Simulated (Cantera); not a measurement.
# Hydrocarbon pyrolysis for carbon deposition

An isothermal, constant-pressure homogeneous reactor starts with C₂H₆ : N₂ : H₂O = 1 : 2.9 : 0.27 (molar parts), at 1900 K and 113 Torr.

Cantera simulation using GRI-Mech 3.0 (53 species, 325 reactions); the numbers are that mechanism's predictions, not measurements. GRI-Mech 3.0 stops at C3 and has no aromatics, soot or wall deposition, so with more carbon than oxygen in the feed, carbon stays in small species such as C2H2 where larger ones or solid carbon would form.

```
t (s)       x C₂H₆     x CH₄   x C₂H₂     x CH₃    x C₂H₄       x H     x HCN
--------  --------  --------  -------  --------  --------  --------  --------
1.00e-6      0.229  0.000374  2.37e-8    0.0158   9.48e-5   6.62e-5  2.38e-11
4.64e-6      0.182   0.00631  5.52e-5    0.0525   0.00884   0.00110   1.08e-7
2.15e-5     0.0312    0.0517   0.0220    0.0618    0.0792   0.00346   3.10e-6
0.000100  0.000447    0.0664    0.109   0.01000    0.0297   0.00175   6.61e-6
0.000464   6.11e-5    0.0560    0.137   0.00334   0.00407  0.000792   7.16e-6
0.00215    2.47e-5    0.0393    0.146   0.00212  0.000793  0.000768   7.88e-6
0.0100     4.89e-6    0.0157    0.153  0.000982  0.000215  0.000979   1.06e-5
0.0464     8.34e-7   0.00602    0.148  0.000421  0.000111   0.00118   1.87e-5
0.215      1.59e-7   0.00271    0.136  0.000184   9.35e-5   0.00124   4.06e-5
1.00       4.96e-9  0.000417    0.134   2.81e-5   9.02e-5   0.00126   6.72e-5
4.64       3.94e-9  0.000354    0.134   2.39e-5   9.02e-5   0.00126  0.000112
21.5       3.93e-9  0.000354    0.134   2.39e-5   9.01e-5   0.00126  0.000316
100        3.92e-9  0.000354    0.133   2.39e-5   8.98e-5   0.00126   0.00123
```
x: mole fraction; the columns are a selection and need not sum to one.

Equilibrium at this temperature and pressure: C₂H₆ 2.29e-9, CH₄ 0.000271, C₂H₂ 0.0772, CH₃ 1.83e-5, C₂H₄ 5.20e-5, H 0.00126, HCN 0.114 (gas phase only).
